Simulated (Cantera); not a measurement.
A freely propagating, adiabatic, planar premixed flame of H2 : O2 : N2 : H2O = 1 : 0.185 : 0.815 : 0.44 (molar parts), equivalence ratio 2.7, unburnt at 525 K and 0.450 bar; mixture-averaged transport, grid criteria slope 0.08 and curve 0.16, no radiation.

Detailed kinetics in Cantera: the H2/O2 subset of GRI-Mech 3.0, which has no nitrogen chemistry. Burning velocities carry a grid error of a few per cent, more on coarse grids.

Q: What does this change do: inlet temperature 525 to 400 K?

A: 
```json
[
 {"quantity": "laminar burning velocity", "before": "364 cm/s", "after": "197 cm/s"},
 {"quantity": "thermal thickness", "before": "1.13 mm", "after": "1.02 mm"},
 {"quantity": "peak x(HO2)", "before": "0.000218", "after": "0.000265"},
 {"quantity": "peak x(H)", "before": "0.0396", "after": "0.0291"},
 {"quantity": "peak x(O)", "before": "0.000872", "after": "0.000574"}
]
```

Q: What does this change do: O2 0.185 to 0.14 parts?

A: 
| quantity | before | after |
|---|---|---|
| laminar burning velocity | 364 cm/s | 204 cm/s |
| thermal thickness | 1.13 mm | 1.36 mm |
| peak x(HO2) | 0.000218 | 0.000162 |
| peak x(H) | 0.0396 | 0.0192 |
| peak x(O) | 0.000872 | 0.000246 |

Q: What does this change do: O2 0.185 to 0.24 parts?

A: 
```csv
quantity,before,after
laminar burning velocity,364 cm/s,525 cm/s
thermal thickness,1.13 mm,1.05 mm
peak x(HO2),0.000218,0.000273
peak x(H),0.0396,0.0633
peak x(O),0.000872,0.00234
```
